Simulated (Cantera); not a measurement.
A Cantera script and its output.

```python
import numpy as np
import cantera as ct

gas = ct.Solution("gri30.yaml")


def delay(T, t_max=10):
    gas.TPX = T, 1000000, {'CH4': 1, 'O2': 2.22, 'N2': 8.36}
    reactor = ct.IdealGasConstPressureReactor(gas, clone=False)
    net = ct.ReactorNet([reactor])
    net.rtol, net.atol = 1e-8, 1e-16
    while net.time < t_max:
        t_old, T_old = net.time, reactor.T
        net.step()
        if reactor.T > T + 400:  # ignition: a rise of 400 K
            return t_old + (T + 400 - T_old) / (reactor.T - T_old) * (net.time - t_old)
    return np.nan


taus = []
for T in [1025, 1075, 1125, 1175, 1225, 1275, 1325, 1375, 1425]:
    taus.append(delay(T))
    print(f"T0 = {T:6g} K   tau = {taus[-1]:.4e} s")
```

Output:

```
T0 =   1025 K   tau = 5.2636e-02 s
T0 =   1075 K   tau = 2.4144e-02 s
T0 =   1125 K   tau = 1.1899e-02 s
T0 =   1175 K   tau = 6.1758e-03 s
T0 =   1225 K   tau = 3.3317e-03 s
T0 =   1275 K   tau = 1.8544e-03 s
T0 =   1325 K   tau = 1.0606e-03 s
T0 =   1375 K   tau = 6.2161e-04 s
T0 =   1425 K   tau = 3.7267e-04 s
```

Model: GRI-Mech 3.0 (53 species, 325 reactions), integrated in Cantera.
